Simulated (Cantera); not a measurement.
Input: 1 mol BCl3, 8.7 mol H2, at 1200 K and 13.3 mbar.

Method: chemical equilibrium by Gibbs-energy minimisation in Cantera with the NASA 1993 tables (ideal gas, pure condensed phases). Candidate condensed phases: B; 13 gas species. The tables' values for BCl2 are old estimates; treat these amounts as uncertain. Gases not in the tables: BHCl2. The numbers say what is thermodynamically allowed, not how fast it happens.

Base state: H2 0.778, HCl 0.183, BCl3 0.0389, BCl2 2.81e-5 (mole fractions); condensed: B(s).

### Question
What changes in the equilibrium state with this change: BCl3 replaced by B2O3?

### Answer
```
species        before    after
------------  -------  -------
H2              0.778    1.000
HBO                 0  7.67e-5
HBO2                0  3.57e-5
HCl             0.183        0
BCl3           0.0389        0
BCl2          2.81e-5        0
H2O                 0  2.46e-5
B(s), mol       0.610        0
B2O3(l), mol        0    0.999
```
Further candidate phases: B2O3, B3O3H3, H2O.

### Question
What changes in the equilibrium state with this change: BCl3 replaced by B?

### Answer
| species | before | after |
|---|---|---|
| H2 | 0.778 | 1.000 |
| HCl | 0.183 | 0 |
| BCl3 | 0.0389 | 0 |
| BCl2 | 2.81e-5 | 0 |
| B(s), mol | 0.610 | 1.000 |
